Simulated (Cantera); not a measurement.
## Equilibrium for boron, boron nitride and boron oxide: BF3 + N2

Input: 1 mol BF3, 17 mol N2, at 13300 Pa.

Method: chemical equilibrium by Gibbs-energy minimisation in Cantera with the NASA 1993 tables (ideal gas, pure condensed phases). Candidate condensed phases: B, BN; 13 gas species. The tables' values for BF2 are old estimates; treat these amounts as uncertain. Kinetics and transport are ignored.

```csv
T (K),log p N2,log p BF3,log p F,log p BF2,log p BF,log p N
1623,-0.90,-2.13,-7.03,-7.03,-11.68,-12.40
1698,-0.90,-2.13,-6.59,-6.59,-10.89,-11.72
1773,-0.90,-2.13,-6.18,-6.18,-10.16,-11.10
1848,-0.90,-2.13,-5.80,-5.80,-9.49,-10.53
1923,-0.90,-2.13,-5.46,-5.46,-8.88,-10.00
1998,-0.90,-2.13,-5.14,-5.14,-8.31,-9.51
2073,-0.90,-2.13,-4.84,-4.84,-7.78,-9.05
2148,-0.90,-2.13,-4.57,-4.57,-7.29,-8.63
2223,-0.90,-2.13,-4.31,-4.31,-6.83,-8.24
2298,-0.90,-2.14,-4.07,-4.08,-6.41,-7.87
2373,-0.90,-2.14,-3.85,-3.85,-6.01,-7.52
```
log p: log10 of the partial pressure in bar; nothing condenses.

From 1623 K to 2373 K nothing is condensed. The main B-bearing gas is BF3 throughout.
